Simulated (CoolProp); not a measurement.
A single-stage vapour-compression cycle with the fluid: evaporating at 304.15 K (dew point), condensing at 339.15 K (bubble point), superheat 2 K, subcooling 0 K, compressor efficiency 0.85, no pressure losses. The same conditions are run with several fluids, on thermodynamics alone (safety and materials aside).

The numbers come from the reference Helmholtz-energy equation of state of each fluid (R227EA: Lemmon 2016; R11: Jacobsen 1992; R113: Marx 1992; chlorine: Thol 2021; n-pentane: Thol 2019; fluoroethane (R161): Wu 2012) in CoolProp.

### Question
Rank R227EA, R11, R113, chlorine, n-pentane, fluoroethane (R161) by cooling COP, highest first.

### Answer
R11 (6.58), R113 (6.41), n-pentane (6.32), chlorine (6.24), fluoroethane (R161) (5.73), R227EA (5.10)

| fluid | pressure ratio | discharge temperature (K) | refrigerating effect (kJ/kg) | volumetric capacity (kJ/m³) |
|---|---|---|---|---|
| R227EA | 2.49 | 339.2 | 65.4 | 2800 |
| R11 | 2.82 | 348.6 | 148 | 1090 |
| R113 | 3.18 | 339.1 | 118 | 503 |
| chlorine | 2.25 | 383.6 | 208 | 5960 |
| n-pentane | 2.99 | 339.2 | 280 | 701 |
| fluoroethane (R161) | 2.27 | 355.3 | 245 | 6120 |

The compression ends wet for: R227EA; R113; n-pentane.
